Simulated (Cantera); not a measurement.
Input: 1 mol SiCl₄, 16 mol N₂O, 15 mol N₂, 0.32 mol O₂, at 1.33 mbar.

Equilibrium computed with Cantera from the NASA thermochemical tables; the gas is ideal and each condensed phase is pure. Candidate condensed phases: Si, SiO₂, Si₂N₂O, Si₃N₄; 23 gas species. The tables hold silica as quartz up to 1696 K and as liquid above; real silica turns to tridymite and cristobalite and melts near 1996 K. Equilibrium is a limit: real reactors are often held back by kinetics, nucleation or transport.

### Question
At 1223 K, list the 6 most abundant gas species with their mole fractions, and the condensed phases.

### Answer
N₂ 0.757, O₂ 0.179, Cl₂ 0.0338, Cl 0.0301, NO 0.000210, ClO 1.75e-5. Condensed: SiO₂(β-quartz).
